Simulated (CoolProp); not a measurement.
R152A at several states: density (kg/m³) from the reference equation and from simpler models built on Tc = 113.3 °C, pc = 4.517 MPa, ω = 0.275; each cubic takes its own stable root.

The numbers come from the reference Helmholtz-energy equation of state, Outcalt 1996 in CoolProp. It is a modified Benedict-Webb-Rubin equation, recast in Helmholtz form.

| T (°C) | p (MPa) | phase | reference |
|---|---|---|---|
| 33.05 | 0.0189 | gas | 0.4921 |
| 80.45 | 3.62 | liquid | 740.1 |
| -70.75 | 0.0233 | liquid | 1104 |
| 28.55 | 20.7 | liquid | 949.2 |
| 213.45 | 0.0177 | gas | 0.2891 |

How far does each simpler model (van der Waals, Redlich-Kwong, Soave-Redlich-Kwong, Peng-Robinson) lie from the reference over these 5 states: mean and median of the absolute difference, and the worst?


- van der Waals: mean 36.9 %, median 40.1 %, worst -99.9 % at -70.75 °C and 0.0233 MPa
- Redlich-Kwong: mean 12.5 %, median 17.5 %, worst -25.3 % at 80.45 °C and 3.62 MPa
- Soave-Redlich-Kwong: mean 10.8 %, median 15.4 %, worst -21.4 % at 80.45 °C and 3.62 MPa
- Peng-Robinson: mean 4.6 %, median 5.0 %, worst -11.2 % at 80.45 °C and 3.62 MPa

At some of these states van der Waals gives the other phase, because its saturation line lies elsewhere.
